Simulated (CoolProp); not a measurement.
Vapour-liquid equilibrium of ethylene (1) + propylene (2) at 0.0314 MPa; x and y are mole fractions of (1).

The numbers come from the multi-fluid Helmholtz-energy mixture model, Smukala 2000 and Lemmon 2013; pair parameters Bell 2016 in CoolProp.

```tsv
x	bubble temperature, mixture model (°C)	bubble temperature, Raoult's law (°C)	y, mixture model	y, Raoult's law
0.05	-81.8	-81.2	0.528	0.513
0.125	-92.8	-91.6	0.799	0.783
0.2	-99.7	-98.3	0.893	0.882
0.275	-104.4	-103.0	0.935	0.928
0.35	-107.9	-106.6	0.957	0.953
0.425	-110.6	-109.5	0.970	0.968
0.5	-112.7	-111.8	0.979	0.978
0.575	-114.5	-113.8	0.984	0.985
0.65	-116.0	-115.5	0.989	0.989
0.725	-117.4	-117.0	0.992	0.993
0.8	-118.6	-118.4	0.995	0.996
0.875	-119.7	-119.6	0.997	0.998
0.95	-120.7	-120.7	0.999	0.999
```

The largest gap from Raoult's law is -1.4 K in bubble temperature, at x = 0.275. No azeotrope shows between x = 0.05 and 0.95.

Pair parameters are fitted to limited data, so mixtures are less certain than the pure fluids.
